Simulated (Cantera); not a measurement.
A Cantera script and its output.

```python
import numpy as np
import cantera as ct

gas = ct.Solution("gri30.yaml")
gas.TPX = 425, 360000, {'CH4': 1, 'O2': 1.33, 'N2': 3.33, 'H2O': 1.2}
inlet = ct.Reservoir(gas, clone=True)
gas.equilibrate("HP")  # start burning
reactor = ct.IdealGasConstPressureReactor(gas, energy="on", clone=False)
exhaust = ct.Reservoir(gas, clone=True)
tau = [0.044, 0.024, 0.013, 0.0073, 0.004, 0.0022, 0.0012, 0.00068, 0.00037, 0.00021, 0.00011, 6.3e-05][0]
for a, b in ((inlet, reactor), (reactor, exhaust)):
    ct.MassFlowController(a, b, mdot=lambda t: reactor.mass / tau)
net = ct.ReactorNet([reactor])
show = ['CH4', 'O2', 'H2O', 'H2', 'CO2', 'CH2CO']

rows = []
print(f"{'tau/s':>10s}{'T/K':>9s}" + "".join(f"{s:>11s}" for s in show))
for tau in [0.044, 0.024, 0.013, 0.0073, 0.004, 0.0022, 0.0012, 0.00068, 0.00037, 0.00021, 0.00011, 6.3e-05]:
    net.initial_time = 0.0
    net.advance(30 * tau)
    before = gas.X
    net.advance(40 * tau)
    drift = np.max(np.abs(gas.X - before) / (gas.X + 1e-9))
    rows.append([gas.T, *gas[show].X, drift])
    print(f"{tau:10.3e}{gas.T:9.1f}" + "".join(f"{x:11.3e}" for x in gas[show].X))
```

Result:

```
     tau/s      T/K        CH4         O2        H2O         H2        CO2      CH2CO
 4.400e-02   2019.3  1.509e-03  2.003e-04  3.274e-01  9.521e-02  5.530e-02  1.956e-06
 2.400e-02   2021.3  2.195e-03  3.492e-04  3.290e-01  9.271e-02  5.550e-02  4.009e-06
 1.300e-02   2023.0  3.039e-03  6.055e-04  3.310e-01  8.941e-02  5.568e-02  7.814e-06
 7.300e-03   2023.3  3.952e-03  1.006e-03  3.333e-01  8.569e-02  5.573e-02  1.390e-05
 4.000e-03   2021.0  5.018e-03  1.695e-03  3.358e-01  8.135e-02  5.551e-02  2.428e-05
 2.200e-03   2013.9  6.220e-03  2.838e-03  3.382e-01  7.672e-02  5.478e-02  4.103e-05
 1.200e-03   1998.2  7.709e-03  4.832e-03  3.402e-01  7.171e-02  5.312e-02  6.936e-05
 6.800e-04   1967.8  9.727e-03  8.303e-03  3.412e-01  6.638e-02  4.999e-02  1.173e-04
 3.700e-04   1862.5  1.574e-02  2.007e-02  3.380e-01  5.678e-02  4.021e-02  2.849e-04
 2.100e-04    425.0  1.458e-01  1.939e-01  1.749e-01 -1.862e-15 -1.310e-15 -2.571e-17
 1.100e-04    425.0  1.458e-01  1.939e-01  1.749e-01  2.122e-19  1.493e-19  2.930e-21
 6.300e-05    425.0  1.458e-01  1.939e-01  1.749e-01  1.340e-20  9.428e-21  1.851e-22
```

Computed with Cantera and GRI-Mech 3.0 (53 species, 325 reactions).
